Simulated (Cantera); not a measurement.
A Cantera script and its output.

```python
import numpy as np
import cantera as ct

gas = ct.Solution("gri30.yaml")
gas.TPX = 600, 13332, {'CH4': 1, 'C2H6': 0.76, 'C3H8': 0.098, 'O2': 7.93, 'N2': 29.8}
flame = ct.FreeFlame(gas, width=0.16)
flame.set_refine_criteria(ratio=3, slope=0.08, curve=0.16)
flame.transport_model = "mixture-averaged"
flame.solve(loglevel=0, auto=True)
z, T = flame.grid, flame.T
thick = (T[-1] - T[0]) / np.gradient(T, z).max()
show = ['CH4', 'C2H6', 'C3H8', 'C2H4', 'OH', 'C2H2']
print(f"laminar burning velocity  {flame.velocity[0] * 100:.3f} cm/s")
print(f"burnt temperature         {T[-1]:.1f} K")
print(f"thermal thickness         {thick * 1e3:.4f} mm")
print(f"grid points               {len(z)}")
z0 = z[flame.heat_release_rate.argmax()]
print(f"{'z/mm':>9s}{'T/K':>9s}{'u/(m/s)':>9s}" + "".join(f"{s:>11s}" for s in show))
rows = []
for k in (-3, -2, -1.5, -1, -0.5, -0.25, 0, 0.25, 0.5, 1, 2, 4, 8):
    zz = z0 + k * thick
    rows.append([k * thick, np.interp(zz, z, T), np.interp(zz, z, flame.velocity),
                 *(np.interp(zz, z, flame.X[gas.species_index(s)]) for s in show)])
    print(f"{rows[-1][0] * 1e3:9.3f}{rows[-1][1]:9.1f}{rows[-1][2]:9.3f}" + "".join(f"{x:11.3e}" for x in rows[-1][3:]))
```

Result:

```
laminar burning velocity  130.392 cm/s
burnt temperature         1998.7 K
thermal thickness         2.2491 mm
grid points               139
     z/mm      T/K  u/(m/s)        CH4       C2H6       C3H8       C2H4         OH       C2H2
   -6.747    600.1    1.305  2.524e-02  1.919e-02  2.474e-03  1.928e-07  4.782e-12  1.855e-09
   -4.498    601.4    1.309  2.518e-02  1.916e-02  2.472e-03  3.897e-06  1.011e-09  3.674e-08
   -3.374    605.5    1.320  2.506e-02  1.912e-02  2.468e-03  1.829e-05  1.650e-08  1.744e-07
   -2.249    637.5    1.394  2.433e-02  1.875e-02  2.440e-03  1.729e-04  1.011e-06  1.853e-06
   -1.125    875.5    1.940  1.955e-02  1.455e-02  1.977e-03  1.373e-03  3.535e-05  2.559e-05
   -0.562   1178.5    2.645  1.289e-02  7.028e-03  9.118e-04  2.225e-03  3.185e-04  7.686e-05
    0.000   1490.5    3.380  4.519e-03  6.776e-04  5.821e-05  1.091e-03  2.238e-03  1.200e-04
    0.562   1615.1    3.671  6.300e-04  5.715e-06  1.836e-07  7.827e-05  5.006e-03  2.086e-05
    1.125   1644.8    3.732  5.270e-05  1.707e-08  1.892e-10  2.164e-06  6.294e-03  7.847e-07
    2.249   1673.7    3.782  2.734e-07  2.588e-13  5.861e-16  1.342e-09  7.187e-03  5.981e-10
    4.498   1712.1    3.851  9.165e-11  3.618e-19  2.347e-22  5.323e-14  7.705e-03  2.824e-14
    8.996   1762.9    3.950  9.446e-17  2.141e-27  4.529e-32  3.840e-21  7.832e-03  3.626e-21
   17.993   1824.4    4.072  9.306e-20  2.531e-31  2.803e-43  1.874e-29  7.522e-03  1.561e-25
```

Model: GRI-Mech 3.0 (53 species, 325 reactions), integrated in Cantera. Burning velocities carry a grid error of a few per cent, more on coarse grids.
